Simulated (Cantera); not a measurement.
# Adiabatic ignition

An adiabatic, constant-pressure homogeneous reactor starts with 25.9 % H2, 20.6 % O2, 53.5 % N2, at 1150 K and 7.70 atm.

Cantera simulation using GRI-Mech 3.0 (53 species, 325 reactions); the numbers are that mechanism's predictions, not measurements. The hydrogen kinetics of GRI-Mech 3.0 are dated; newer H2 mechanisms differ, most at raised pressure.

```tsv
t (s)	T (K)	x H2	x O2	x N2O	x NO2	x HO2	x NO	x OH
1.00e-6	1150	0.259	0.206	<1e-12	<1e-12	2.65e-8	<1e-12	4.21e-10
2.98e-6	1150	0.259	0.206	<1e-12	<1e-12	1.15e-7	<1e-12	6.58e-10
8.91e-6	1150	0.259	0.206	<1e-12	<1e-12	4.31e-7	<1e-12	8.58e-10
2.66e-5	1150	0.259	0.206	<1e-12	<1e-12	1.73e-6	<1e-12	1.76e-9
7.94e-5	1150	0.259	0.206	1.35e-11	<1e-12	1.46e-5	<1e-12	1.39e-8
0.000237	2783	0.00705	0.0810	2.25e-6	1.62e-6	3.74e-5	0.00137	0.0250
0.000707	2769	0.00691	0.0762	2.32e-6	1.37e-5	3.48e-5	0.0118	0.0238
0.00211	2761	0.00684	0.0735	2.44e-6	2.03e-5	3.33e-5	0.0177	0.0231
0.00630	2761	0.00684	0.0734	2.44e-6	2.06e-5	3.33e-5	0.0180	0.0231
0.0188	2761	0.00684	0.0734	2.44e-6	2.06e-5	3.33e-5	0.0180	0.0231
0.0561	2761	0.00684	0.0734	2.44e-6	2.06e-5	3.33e-5	0.0180	0.0231
0.168	2761	0.00684	0.0734	2.44e-6	2.06e-5	3.33e-5	0.0180	0.0231
0.500	2761	0.00684	0.0734	2.44e-6	2.06e-5	3.33e-5	0.0180	0.0231
```
x: mole fraction; the columns are a selection and need not sum to one.

```yaml
time_of_steepest_temperature_rise: 0.196 ms
temperature at 0.500 s: 2761 K
equilibrium_temperature: 2761 K
x(H2) at 0.500 s: 0.00684 (gas-phase equilibrium 0.00684)
x(O2) at 0.500 s: 0.0734 (gas-phase equilibrium 0.0734)
x(N2O) at 0.500 s: 2.44e-6 (gas-phase equilibrium 2.44e-6)
```
